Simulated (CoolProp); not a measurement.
Vapour-liquid equilibrium of methanol (1) + acetone (2) at 385.9 K; x and y are mole fractions of (1).

Model: multi-fluid Helmholtz-energy mixture model, de Reuck 1993 and Lemmon 2006; pair parameters Bell 2016, in CoolProp.

```json
[
 {"x": "0.05", "bubble pressure, mixture model (kPa)": "522.5", "bubble pressure, Raoult's law (kPa)": "511.0", "y, mixture model": "0.068", "y, Raoult's law": "0.051"},
 {"x": "0.15", "bubble pressure, mixture model (kPa)": "542.4", "bubble pressure, Raoult's law (kPa)": "512.0", "y, mixture model": "0.186", "y, Raoult's law": "0.153"},
 {"x": "0.25", "bubble pressure, mixture model (kPa)": "557.3", "bubble pressure, Raoult's law (kPa)": "513.1", "y, mixture model": "0.289", "y, Raoult's law": "0.254"},
 {"x": "0.35", "bubble pressure, mixture model (kPa)": "567.7", "bubble pressure, Raoult's law (kPa)": "514.1", "y, mixture model": "0.382", "y, Raoult's law": "0.355"},
 {"x": "0.45", "bubble pressure, mixture model (kPa)": "573.8", "bubble pressure, Raoult's law (kPa)": "515.1", "y, mixture model": "0.467", "y, Raoult's law": "0.455"},
 {"x": "0.55", "bubble pressure, mixture model (kPa)": "575.7", "bubble pressure, Raoult's law (kPa)": "516.1", "y, mixture model": "0.549", "y, Raoult's law": "0.555"},
 {"x": "0.65", "bubble pressure, mixture model (kPa)": "573.4", "bubble pressure, Raoult's law (kPa)": "517.1", "y, mixture model": "0.631", "y, Raoult's law": "0.654"},
 {"x": "0.75", "bubble pressure, mixture model (kPa)": "566.4", "bubble pressure, Raoult's law (kPa)": "518.2", "y, mixture model": "0.718", "y, Raoult's law": "0.754"},
 {"x": "0.85", "bubble pressure, mixture model (kPa)": "553.9", "bubble pressure, Raoult's law (kPa)": "519.2", "y, mixture model": "0.814", "y, Raoult's law": "0.853"},
 {"x": "0.95", "bubble pressure, mixture model (kPa)": "534.1", "bubble pressure, Raoult's law (kPa)": "520.2", "y, mixture model": "0.930", "y, Raoult's law": "0.951"}
]
```

The largest gap from Raoult's law is +11.5 % in bubble pressure, at x = 0.55. y crosses x between x = 0.45 and 0.55: the model has an azeotrope there.

The pair parameters rest on a limited set of measurements; away from them the model extrapolates.
